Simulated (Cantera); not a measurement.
A Cantera script and its output.

```python
import numpy as np
import cantera as ct

gas = ct.Solution("h2o2.yaml")
gas.TPX = 1350, 110, {'H2': 0.014, 'O2': 1}
reactor = ct.IdealGasConstPressureReactor(gas, energy="off", clone=False)
net = ct.ReactorNet([reactor])
net.rtol, net.atol = 1e-08, 1e-18
show = ['H2', 'O2', 'OH', 'H2O', 'HO2']
times = np.geomspace(7e-05, 20, 10)

steps = ct.SolutionArray(gas, extra=["t"])
rows = []
print(f"{'t/s':>10s}{'T/K':>9s}{'P/Pa':>11s}" + "".join(f"{s:>11s}" for s in show))
for t in times:
    while net.time < t:
        t_next = net.step()
        steps.append(gas.state, t=t_next)
    rows.append([np.interp(t, steps.t, y) for y in (steps.T, steps.P, *steps(*show).X.T)])
    print(f"{t:10.3e}{rows[-1][0]:9.1f}{rows[-1][1]:11.4g}" + "".join(f"{x:11.3e}" for x in rows[-1][2:]))
rate = np.gradient(steps.T, steps.t)
print("integrator steps:", len(steps.t))
if steps.T.max() > steps.T[0] + 200:
    print(f"time of steepest temperature rise: {steps.t[rate.argmax()]:.4e} s")
gas.TPX = 1350, 110, {'H2': 0.014, 'O2': 1}
gas.equilibrate("TP")
print(f"equilibrium (TP): T = {gas.T:.1f} K  " + "  ".join(f"{s} {gas[s].X[0]:.3e}" for s in show))
```

It prints:

```
       t/s      T/K       P/Pa         H2         O2         OH        H2O        HO2
 7.000e-05   1350.0        110  1.381e-02  9.862e-01  1.023e-10  1.062e-12  8.966e-10
 2.827e-04   1350.0        110  1.381e-02  9.862e-01  1.314e-09  5.810e-11  3.621e-09
 1.142e-03   1350.0        110  1.381e-02  9.862e-01  1.136e-08  2.272e-09  1.462e-08
 4.610e-03   1350.0        110  1.381e-02  9.862e-01  9.575e-08  7.216e-08  5.896e-08
 1.862e-02   1350.0        110  1.379e-02  9.862e-01  9.500e-06  1.311e-05  2.342e-07
 7.519e-02   1350.0        110  1.042e-04  9.731e-01  1.728e-03  1.252e-02  5.920e-08
 3.037e-01   1350.0        110  7.495e-05  9.732e-01  1.618e-03  1.263e-02  5.636e-08
 1.226e+00   1350.0        110  7.321e-05  9.735e-01  1.600e-03  1.265e-02  5.575e-08
 4.952e+00   1350.0        110  6.672e-05  9.746e-01  1.528e-03  1.274e-02  5.339e-08
 2.000e+01   1350.0        110  4.737e-05  9.780e-01  1.290e-03  1.301e-02  4.525e-08
integrator steps: 671
equilibrium (TP): T = 1350.0 K  H2 8.656e-08  O2 9.861e-01  OH 5.538e-05  H2O 1.387e-02  HO2 1.279e-08
```

Cantera simulation using the H2/O2 subset of GRI-Mech 3.0, which has no nitrogen chemistry; the numbers are that mechanism's predictions, not measurements. Radical loss at walls, strong at low pressure, is not modelled.
